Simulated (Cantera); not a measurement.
A perfectly stirred reactor is fed with CO : H2 : CH4 : O2 : N2 = 1 : 0.19 : 0.8 : 3.92 : 14.7 (molar parts), equivalence ratio 0.56, at 3.30 bar; it is adiabatic with a 648 K inlet, and is followed from long to short residence time, starting on the burning branch (τ in s: 0.079, 0.038, 0.018, 0.0089, 0.0043, 0.0021, 0.001, 0.00048, 0.00023, 0.00011, 5.4e-05).

Model: GRI-Mech 3.0 (53 species, 325 reactions), integrated in Cantera.

**Question.** What does this change do: inlet temperature 648 to 525 K?

**Answer.** 
| quantity | before | after |
|---|---|---|
| blow-out, bracketed by the residence times tried | burning at 54.0 µs, the shortest tried | burning at 0.110 ms, out at 54.0 µs |
| x(CO) at τ = 79.0 ms | 0.000324 | 0.000279 |
| x(H2) at τ = 79.0 ms | 5.24e-5 | 3.68e-5 |
| x(CH4) at τ = 79.0 ms | 2.76e-6 | 4.26e-6 |
| x(NO2) at τ = 79.0 ms | 2.94e-7 | 1.17e-7 |
| x(NO) at τ = 79.0 ms | 0.000120 | 3.50e-5 |
| x(CO) at τ = 2.10 ms | 0.00295 | 0.00305 |
| x(H2) at τ = 2.10 ms | 0.000357 | 0.000323 |
| x(CH4) at τ = 2.10 ms | 3.54e-5 | 4.81e-5 |
| x(NO2) at τ = 2.10 ms | 9.54e-8 | 6.36e-8 |
| x(NO) at τ = 2.10 ms | 2.98e-5 | 1.54e-5 |

**Question.** What does this change do: pressure from 3.30 bar to 0.860 bar?

**Answer.** 
| quantity | before | after |
|---|---|---|
| blow-out, bracketed by the residence times tried | burning at 54.0 µs, the shortest tried | burning at 0.110 ms, out at 54.0 µs |
| x(CO) at τ = 79.0 ms | 0.000324 | 0.00103 |
| x(H2) at τ = 79.0 ms | 5.24e-5 | 0.000193 |
| x(CH4) at τ = 79.0 ms | 2.76e-6 | 4.70e-6 |
| x(NO2) at τ = 79.0 ms | 2.94e-7 | 1.16e-7 |
| x(NO) at τ = 79.0 ms | 0.000120 | 0.000110 |
| x(CO) at τ = 2.10 ms | 0.00295 | 0.00827 |
| x(H2) at τ = 2.10 ms | 0.000357 | 0.00149 |
| x(CH4) at τ = 2.10 ms | 3.54e-5 | 4.99e-5 |
| x(NO2) at τ = 2.10 ms | 9.54e-8 | 1.33e-8 |
| x(NO) at τ = 2.10 ms | 2.98e-5 | 2.25e-5 |
